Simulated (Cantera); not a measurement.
An isothermal, constant-pressure homogeneous reactor starts with 5.75 % H2, 94.3 % O2, equivalence ratio 0.030, at 1050 K and 1.80 Torr.

Model: GRI-Mech 3.0 (53 species, 325 reactions), integrated in Cantera. Radical loss at walls, strong at low pressure, is not modelled. The temperature is held fixed by assumption; the heat of reaction is taken as removed at once.

x: mole fraction; the columns are a selection and need not sum to one.

```json
[
 {"t (s)": "9.00e-6", "x H2": "0.0575", "x O2": "0.943", "x H2O": "<1e-12", "x O": "<1e-12", "x OH": "<1e-12", "x H": "3.11e-12", "x H2O2": "<1e-12"},
 {"t (s)": "2.43e-5", "x H2": "0.0575", "x O2": "0.943", "x H2O": "<1e-12", "x O": "<1e-12", "x OH": "<1e-12", "x H": "8.28e-12", "x H2O2": "<1e-12"},
 {"t (s)": "6.58e-5", "x H2": "0.0575", "x O2": "0.943", "x H2O": "<1e-12", "x O": "1.32e-12", "x OH": "1.27e-12", "x H": "2.16e-11", "x H2O2": "<1e-12"},
 {"t (s)": "0.000178", "x H2": "0.0575", "x O2": "0.943", "x H2O": "1.23e-12", "x O": "8.95e-12", "x OH": "8.20e-12", "x H": "5.41e-11", "x H2O2": "<1e-12"},
 {"t (s)": "0.000480", "x H2": "0.0575", "x O2": "0.943", "x H2O": "1.95e-11", "x O": "5.65e-11", "x OH": "4.54e-11", "x H": "1.30e-10", "x H2O2": "<1e-12"},
 {"t (s)": "0.00130", "x H2": "0.0575", "x O2": "0.943", "x H2O": "2.67e-10", "x O": "3.51e-10", "x OH": "2.24e-10", "x H": "3.67e-10", "x H2O2": "<1e-12"},
 {"t (s)": "0.00351", "x H2": "0.0575", "x O2": "0.943", "x H2O": "4.60e-9", "x O": "3.43e-9", "x OH": "…", "x H": "2.38e-9", "x H2O2": "<1e-12"},
 {"t (s)": "0.00949", "x H2": "0.0575", "x O2": "0.943", "x H2O": "5.58e-7", "x O": "3.40e-7", "x OH": "…", "x H": "2.20e-7", "x H2O2": "3.17e-12"},
 {"t (s)": "0.0256", "x H2": "0.0281", "x O2": "0.924", "x H2O": "0.0223", "x O": "0.0116", "x OH": "…", "x H": "0.0105", "x H2O2": "6.32e-8"},
 {"t (s)": "0.0693", "x H2": "0.00101", "x O2": "0.904", "x H2O": "0.0493", "x O": "0.0312", "x OH": "…", "x H": "0.0125", "x H2O2": "1.50e-8"},
 {"t (s)": "0.187", "x H2": "0.000828", "x O2": "0.911", "x H2O": "0.0516", "x O": "0.0253", "x OH": "…", "x H": "0.00911", "x H2O2": "1.59e-8"},
 {"t (s)": "0.506", "x H2": "0.000509", "x O2": "0.924", "x H2O": "0.0552", "x O": "0.0148", "x OH": "…", "x H": "0.00415", "x H2O2": "1.79e-8"},
 {"t (s)": "1.37", "x H2": "0.000170", "x O2": "0.935", "x H2O": "0.0580", "x O": "0.00483", "x OH": "…", "x H": "0.000771", "x H2O2": "1.95e-8"},
 {"t (s)": "3.70", "x H2": "3.07e-5", "x O2": "0.940", "x H2O": "0.0589", "x O": "0.000868", "x OH": "…", "x H": "5.87e-5", "x H2O2": "1.65e-8"},
 {"t (s)": "10.0", "x H2": "4.54e-6", "x O2": "0.941", "x H2O": "0.0591", "x O": "0.000129", "x OH": "…", "x H": "3.38e-6", "x H2O2": "9.65e-9"}
]
```

**Question.** What belongs in the gaps?

**Answer.** 
- 0.00351, x OH: 1.83e-9
- 0.00949, x OH: 1.75e-7
- 0.0256, x OH: 0.00385
- 0.0693, x OH: 0.00214
- 0.187, x OH: 0.00194
- 0.506, x OH: 0.00153
- 1.37, x OH: 0.000885
- 3.70, x OH: 0.000376
- 10.0, x OH: 0.000146
